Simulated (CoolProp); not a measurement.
A single-stage vapour-compression cycle with R21: evaporating at 311.15 K (dew point), condensing at 337.15 K (bubble point), superheat 2 K, subcooling 5 K, compressor efficiency 0.9, no pressure losses. Each further row changes one setting.

Values from CoolProp's reference Helmholtz-energy equation of state, Platzer 1990. This equation is an older, rougher fit; its heat capacities, sound speeds and derivatives of the liquid may be far off and weren't checked against measurements.

| case | cooling COP | pressure ratio | discharge temperature (K) | refrigerating effect (kJ/kg) | volumetric capacity (kJ/m³) |
|---|---|---|---|---|---|
| as stated | 10.1 | 2.08 | 350.8 | 201 | 2370 |
| evaporating temperature 316.15 K | 12.9 | 1.79 | 348.2 | 203 | 2770 |
| condensing temperature 332.15 K | 12.7 | 1.83 | 343.8 | 206 | 2440 |
| subcooling 10 K | 10.4 | 2.08 | 350.8 | 206 | 2440 |
| superheat 12 K | 10.0 | 2.08 | 361.1 | 208 | 2360 |
| compressor efficiency 0.8 | 8.97 | 2.08 | 354.2 | 201 | 2370 |
